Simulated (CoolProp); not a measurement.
R123 at several states: fugacity coefficient from the reference equation and from simpler models built on Tc = 456.8 K, pc = 3662 kPa, ω = 0.282; each cubic takes its own stable root.

Computed with CoolProp (reference Helmholtz-energy equation of state, Younglove 1994). It is a modified Benedict-Webb-Rubin equation, recast in Helmholtz form.

| T (K) | p (kPa) | phase | reference |
|---|---|---|---|
| 491.6 | 377 | gas | 0.9729 |
| 217.7 | 1380 | liquid | 0.0009049 |
| 447.3 | 6860 | liquid | 0.3680 |

### Question
How far does each simpler model (Redlich-Kwong, Soave-Redlich-Kwong, Peng-Robinson) lie from the reference over these 3 states: mean and median of the absolute difference, and the worst?

### Answer
- Redlich-Kwong: mean 88.2 %, median 6.5 %, worst +258.1 % at 217.7 K and 1380 kPa
- Soave-Redlich-Kwong: mean 2.2 %, median 2.1 %, worst +4.6 % at 447.3 K and 6860 kPa
- Peng-Robinson: mean 4.3 %, median 0.7 %, worst +11.7 % at 217.7 K and 1380 kPa
